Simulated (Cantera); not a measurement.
# Premixed flame

A freely propagating, adiabatic, planar premixed flame of CH4 : O2 : N2 = 0.76 : 2.47 : 8.4 (molar parts), equivalence ratio 0.62, unburnt at 723 K and 6080 Torr; mixture-averaged transport, grid criteria slope 0.08 and curve 0.16, no radiation.

Computed with Cantera and GRI-Mech 3.0 (53 species, 325 reactions). Burning velocities carry a grid error of a few per cent, more on coarse grids.

```tsv
z (mm)	T (K)	u (m/s)	x CH4	x O2	x C2H2	x C2H	x H	x N2O
-0.260	725	0.536	0.0652	0.212	1.12e-8	<1e-8	<1e-8	<1e-8
-0.173	733	0.543	0.0645	0.211	8.97e-8	<1e-8	<1e-8	<1e-8
-0.130	757	0.561	0.0629	0.209	4.00e-7	<1e-8	<1e-8	<1e-8
-0.0866	850	0.632	0.0570	0.201	2.05e-6	<1e-8	2.24e-8	4.64e-8
-0.0433	1184	0.886	0.0370	0.170	1.10e-5	<1e-8	4.59e-6	2.72e-7
-0.0216	1496	1.12	0.0189	0.139	2.33e-5	<1e-8	5.70e-5	5.84e-7
0	1806	1.36	0.00346	0.106	2.69e-5	2.79e-8	0.000355	1.12e-6
0.0216	1947	1.46	0.000137	0.0901	2.02e-6	<1e-8	0.000452	1.79e-6
0.0433	2007	1.50	3.58e-6	0.0855	4.48e-8	<1e-8	0.000318	2.25e-6
0.0866	2063	1.53	<1e-8	0.0828	<1e-8	<1e-8	0.000130	2.42e-6
0.173	2095	1.55	<1e-8	0.0819	<1e-8	<1e-8	3.33e-5	1.80e-6
0.346	2105	1.56	<1e-8	0.0817	<1e-8	<1e-8	1.32e-5	1.05e-6
0.692	2106	1.56	<1e-8	0.0817	<1e-8	<1e-8	1.15e-5	9.05e-7
```
x: mole fraction of selected species; z is measured from the peak of heat release.

The laminar burning velocity is 53.4 cm/s and the thermal thickness comes out as 0.0866 mm. The peak x(C2H2) is 3.17e-5 and the peak x(C2H) is 3.23e-8. The peak x(H) is 0.000471. The grid points is 134.
